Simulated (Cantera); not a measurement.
An adiabatic, constant-pressure homogeneous reactor starts with CH4 : O2 : N2 = 1 : 2.7 : 10.2 (molar parts), equivalence ratio 0.74, at 1075 K and 6230 Torr. Integrator tolerance rtol = 1e-08.

Model: GRI-Mech 3.0 (53 species, 325 reactions), integrated in Cantera.

Problem. What does this change do: initial temperature 1075 to 1750 K?

Solution. 
```json
[
 {"quantity": "time of steepest temperature rise", "before": "27.6 ms", "after": "25.6 µs"},
 {"quantity": "temperature at 0.500 s", "before": "2462 K", "after": "2860 K"},
 {"quantity": "equilibrium temperature", "before": "2462 K", "after": "2860 K"},
 {"quantity": "x(CH4) at 0.500 s", "before": "<1e-12 (gas-phase equilibrium <1e-12)", "after": "<1e-12 (gas-phase equilibrium <1e-12)"},
 {"quantity": "x(O2) at 0.500 s", "before": "0.0456 (gas-phase equilibrium 0.0456)", "after": "0.0455 (gas-phase equilibrium 0.0455)"},
 {"quantity": "x(NO2) at 0.500 s", "before": "1.20e-5 (gas-phase equilibrium 1.20e-5)", "after": "1.52e-5 (gas-phase equilibrium 1.52e-5)"},
 {"quantity": "x(H2) at 0.500 s", "before": "0.00112 (gas-phase equilibrium 0.00112)", "after": "0.00560 (gas-phase equilibrium 0.00560)"},
 {"quantity": "x(H2O2) at 0.500 s", "before": "5.54e-7 (gas-phase equilibrium 5.54e-7)", "after": "1.07e-6 (gas-phase equilibrium 1.07e-6)"},
 {"quantity": "x(N2O) at 0.500 s", "before": "1.48e-6 (gas-phase equilibrium 1.48e-6)", "after": "2.72e-6 (gas-phase equilibrium 2.72e-6)"},
 {"quantity": "x(CH2) at 0.500 s", "before": "<1e-12 (gas-phase equilibrium <1e-12)", "after": "<1e-12 (gas-phase equilibrium <1e-12)"}
]
```
